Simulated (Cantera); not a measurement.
Input: 1 mol Fe₂O₃, 2400 mol H₂, 1.7 mol H₂O, at 13300 Pa.

Method: chemical equilibrium by Gibbs-energy minimisation in Cantera with the NASA 1993 tables (ideal gas, pure condensed phases). Candidate condensed phases: Fe, FeO, Fe(OH)₂, Fe(OH)₃, Fe₂O₃, Fe₃O₄, H₂O; 12 gas species. Rates play no part.

x: gas mole fraction; n: condensed amount in mol.

| T (K) | x H₂ | x H₂O | x H | x Fe | x OH | n Fe(α) | n Fe(γ) |
|---|---|---|---|---|---|---|---|
| 750 | 0.998 | 0.00196 | <1e-12 | <1e-12 | <1e-12 | 2.00 | 0 |
| 850 | 0.998 | 0.00196 | ___ | <1e-12 | <1e-12 | 2.00 | 0 |
| 950 | 0.998 | 0.00196 | ___ | <1e-12 | <1e-12 | 2.00 | 0 |
| 1050 | 0.998 | 0.00196 | ___ | 1.15e-12 | <1e-12 | 2.00 | 0 |
| 1150 | 0.998 | 0.00196 | ___ | 6.44e-11 | 2.42e-12 | 2.00 | 0 |
| 1250 | 0.998 | 0.00196 | ___ | 1.86e-9 | 2.68e-11 | 0 | 2.00 |
| 1350 | 0.998 | 0.00196 | ___ | 3.22e-8 | 2.08e-10 | 0 | 2.00 |
| 1450 | 0.998 | 0.00196 | ___ | 3.74e-7 | 1.22e-9 | 0 | 2.00 |
| 1550 | 0.998 | 0.00196 | ___ | 3.14e-6 | 5.68e-9 | 0 | 1.99 |

Q: Some entries are withheld; supply them.

A: 
- 850, x H: 5.61e-11
- 950, x H: 1.52e-9
- 1050, x H: 2.22e-8
- 1150, x H: 2.04e-7
- 1250, x H: 1.32e-6
- 1350, x H: 6.52e-6
- 1450, x H: 2.59e-5
- 1550, x H: 8.62e-5
